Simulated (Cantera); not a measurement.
# Si + H2O + H2 (thermal oxidation and active oxidation of silicon)

Input: 1 mol Si, 0.042 mol H2O, 38 mol H2, at 5.90e-5 bar.

Equilibrium computed with Cantera from the NASA thermochemical tables; the gas is ideal and each condensed phase is pure. Candidate condensed phases: H2O, Si, SiO2; 18 gas species. Mutual solubility and eutectic melting of coexisting phases are not modelled. Gases not in the tables: Si2H6 and higher silanes. The numbers say what is thermodynamically allowed, not how fast it happens.

```json
[
 {"T (K)": "1100", "x H2": "1.000", "x H": "3.37e-6", "x Si": "4.01e-10", "x SiO": "0.000391", "x SiH": "9.28e-11", "x Si2": "<1e-12", "x SiH2": "1.32e-9", "n Si(s)": "0.972", "n SiO2(β-quartz)": "0.0136", "n Si(l)": "0"},
 {"T (K)": "1200", "x H2": "0.999", "x H": "2.57e-5", "x Si": "2.35e-8", "x SiO": "0.00110", "x SiH": "2.71e-9", "x Si2": "2.03e-12", "x SiH2": "1.19e-8", "n Si(s)": "0.958", "n SiO2(β-quartz)": "0", "n Si(l)": "0"},
 {"T (K)": "1300", "x H2": "0.999", "x H": "0.000144", "x Si": "7.34e-7", "x SiO": "0.00110", "x SiH": "4.68e-8", "x Si2": "1.79e-10", "x SiH2": "7.64e-8", "n Si(s)": "0.958", "n SiO2(β-quartz)": "0", "n Si(l)": "0"},
 {"T (K)": "1400", "x H2": "0.998", "x H": "0.000633", "x Si": "1.40e-5", "x SiO": "0.00110", "x SiH": "5.34e-7", "x Si2": "8.29e-9", "x SiH2": "3.76e-7", "n Si(s)": "0.957", "n SiO2(β-quartz)": "0", "n Si(l)": "0"},
 {"T (K)": "1500", "x H2": "0.996", "x H": "0.00229", "x Si": "0.000178", "x SiO": "0.00110", "x SiH": "4.39e-6", "x Si2": "2.28e-7", "x SiH2": "1.49e-6", "n Si(s)": "0.951", "n SiO2(β-quartz)": "0", "n Si(l)": "0"},
 {"T (K)": "1600", "x H2": "0.990", "x H": "0.00704", "x Si": "0.00165", "x SiO": "0.00110", "x SiH": "2.75e-5", "x Si2": "4.12e-6", "x SiH2": "4.96e-6", "n Si(s)": "0.893", "n SiO2(β-quartz)": "0", "n Si(l)": "0"},
 {"T (K)": "1700", "x H2": "0.968", "x H": "0.0189", "x Si": "0.0115", "x SiO": "0.00108", "x SiH": "0.000135", "x Si2": "5.04e-5", "x SiH2": "1.37e-5", "n Si(s)": "0", "n SiO2(β-quartz)": "0", "n Si(l)": "0.499"},
 {"T (K)": "1800", "x H2": "0.930", "x H": "0.0450", "x Si": "0.0236", "x SiO": "0.00105", "x SiH": "0.000200", "x Si2": "6.27e-5", "x SiH2": "1.22e-5", "n Si(s)": "0", "n SiO2(β-quartz)": "0", "n Si(l)": "0"},
 {"T (K)": "1900", "x H2": "0.879", "x H": "0.0968", "x Si": "0.0232", "x SiO": "0.00102", "x SiH": "0.000145", "x Si2": "2.02e-5", "x SiH2": "5.55e-6", "n Si(s)": "0", "n SiO2(β-quartz)": "0", "n Si(l)": "0"},
 {"T (K)": "2000", "x H2": "0.789", "x H": "0.188", "x Si": "0.0221", "x SiO": "0.000975", "x SiH": "0.000102", "x Si2": "6.87e-6", "x SiH2": "2.51e-6", "n Si(s)": "0", "n SiO2(β-quartz)": "0", "n Si(l)": "0"},
 {"T (K)": "2100", "x H2": "0.651", "x H": "0.327", "x Si": "0.0204", "x SiO": "0.000900", "x SiH": "6.88e-5", "x Si2": "2.41e-6", "x SiH2": "1.07e-6", "n Si(s)": "0", "n SiO2(β-quartz)": "0", "n Si(l)": "0"},
 {"T (K)": "2200", "x H2": "0.475", "x H": "0.506", "x Si": "0.0183", "x SiO": "0.000804", "x SiH": "4.29e-5", "x Si2": "8.57e-7", "x SiH2": "4.15e-7", "n Si(s)": "0", "n SiO2(β-quartz)": "0", "n Si(l)": "0"}
]
```
x: gas mole fraction; n: condensed amount in mol.

At 1100 K the condensed part is Si(s) + SiO2(β-quartz). From 1200 K to 1600 K the condensed part is Si(s). At 1700 K the condensed part is Si(l). From 1800 K to 2200 K nothing is condensed. The main Si-bearing gas is SiO at 1100 K and Si at 2200 K.
